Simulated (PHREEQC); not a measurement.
Make-up at 35 °C: 0.016 mol/kgw Cu(BF4)2 and 0.00074 mol/kgw HCl. Closed to the air; pH follows from the charge balance.

All values are PHREEQC results (ion-association model, wateq4f.dat), not measurements.

| quantity | before | after |
|---|---|---|
| pH | 2.75 | 4.56 |
| ionic strength (mol/kgw) | 0.0493 | 0.0160 |
| HF (mol/kgw) | 0.00622 | 0.000666 |
| F- (mol/kgw) | 0.00244 | 0.0152 |
| Cl- (mol/kgw) | 0.000717 | 0.000740 |
| H2F2 (mol/kgw) | 7.07e-5 | 8.03e-7 |

**Question.** What was changed between the two runs?
A) diluted 10-fold with water
B) temperature from 35 to 90 °C
C) 0.002 mol/kgw HF added
D) diluted 2-fold with water
E) Cu(BF4)2 replaced by LiF at the same molality

**Answer.** E, Cu(BF4)2 replaced by LiF at the same molality

Precipitation was switched off in this run. Real BF4- forms and hydrolyses slowly; the run takes it at equilibrium.
